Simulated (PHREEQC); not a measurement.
A solution holds 0.0093 mol/kgw Mg(NO3)2, at 25 °C. Closed to the air; pH follows from the charge balance.

All values are PHREEQC results (ion-association model, phreeqc.dat), not measurements.

This is a speciation only: nothing precipitates in the calculation.

Task: Predict the specific conductance.

Result: specific conductance 1980 µS/cm.
